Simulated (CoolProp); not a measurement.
Vapour-liquid equilibrium of isobutene (1) + n-butane (2) at 0.0518 MPa; x and y are mole fractions of (1).

The numbers come from the multi-fluid Helmholtz-energy mixture model, Lemmon 2005 and Bücker 2006; pair parameters Bell 2016 in CoolProp.

| x | bubble temperature, mixture model (°C) | bubble temperature, Raoult's law (°C) | y, mixture model | y, Raoult's law |
|---|---|---|---|---|
| 0.05 | -17.4 | -17.3 | 0.068 | 0.064 |
| 0.15 | -18.2 | -18.0 | 0.193 | 0.187 |
| 0.25 | -18.9 | -18.6 | 0.308 | 0.303 |
| 0.35 | -19.6 | -19.2 | 0.415 | 0.413 |
| 0.45 | -20.2 | -19.9 | 0.515 | 0.517 |
| 0.55 | -20.8 | -20.5 | 0.611 | 0.615 |
| 0.65 | -21.3 | -21.0 | 0.702 | 0.709 |
| 0.75 | -21.8 | -21.6 | 0.791 | 0.797 |
| 0.85 | -22.3 | -22.2 | 0.876 | 0.881 |
| 0.95 | -22.7 | -22.7 | 0.959 | 0.961 |

The largest gap from Raoult's law is -0.4 K in bubble temperature, at x = 0.35. No azeotrope shows between x = 0.05 and 0.95.

The pair parameters rest on a limited set of measurements; away from them the model extrapolates.
